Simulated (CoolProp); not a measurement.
A closed Brayton cycle with carbon dioxide: compressor inlet 314.15 K and 7.7 MPa, high pressure 22.5 MPa, turbine inlet 895 K, compressor efficiency 0.89, turbine efficiency 0.85, recuperator effectiveness 0.8 (on enthalpy, no pinch check). Each further row changes one setting.

Model: reference Helmholtz-energy equation of state, Span 1996, in CoolProp.

```json
[
 {"case": "as stated", "thermal efficiency (%)": "?", "net work (kJ/kg)": "96.9", "compressor to turbine work": "0.33", "compressor exit (K)": "396.8", "turbine exit (K)": "768.3"},
 {"case": "turbine inlet 845 K", "thermal efficiency (%)": "29.6", "net work (kJ/kg)": "87.9", "compressor to turbine work": "0.35", "compressor exit (K)": "396.8", "turbine exit (K)": "722.6"},
 {"case": "compressor inlet 324.15 K", "thermal efficiency (%)": "29.6", "net work (kJ/kg)": "88.8", "compressor to turbine work": "0.38", "compressor exit (K)": "415.7", "turbine exit (K)": "768.3"},
 {"case": "high pressure 19.1 MPa", "thermal efficiency (%)": "?", "net work (kJ/kg)": "85.1", "compressor to turbine work": "0.31", "compressor exit (K)": "?", "turbine exit (K)": "787.0"},
 {"case": "recuperator effectiveness 0.5", "thermal efficiency (%)": "21.7", "net work (kJ/kg)": "96.9", "compressor to turbine work": "0.33", "compressor exit (K)": "396.8", "turbine exit (K)": "768.3"}
]
```

Question: Fill in the missing entries.

Answer: 
- as stated, thermal efficiency (%): 30.5
- high pressure 19.1 MPa, thermal efficiency (%): 28.6
- high pressure 19.1 MPa, compressor exit (K): 383.9
